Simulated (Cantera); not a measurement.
An isothermal, constant-pressure homogeneous reactor starts with 0.661 % C₂H₆, 99.2 % N₂, 0.139 % H₂O, at 1850 K and 0.00610 bar.

Model: GRI-Mech 3.0 (53 species, 325 reactions), integrated in Cantera. GRI-Mech 3.0 stops at C3 and has no aromatics, soot or wall deposition, so with more carbon than oxygen in the feed, carbon stays in small species such as C2H2 where larger ones or solid carbon would form. Radical loss at walls, strong at low pressure, is not modelled.

One state of this run: x C₂H₆ = 2.40e-5; x C₂H₂ = 0.00213; x CH₃ = 0.00383; x H = 0.00148; x CH₄ = 0.000548; x H₂ = 0.00560; x C₂H = 5.83e-6. x: mole fraction; the columns are a selection and need not sum to one.

Q: Which value of t (s) does it belong to?
(A) 0.000129
(B) 0.670
(C) 0.00224
(D) 0.0387

A: C, 0.00224
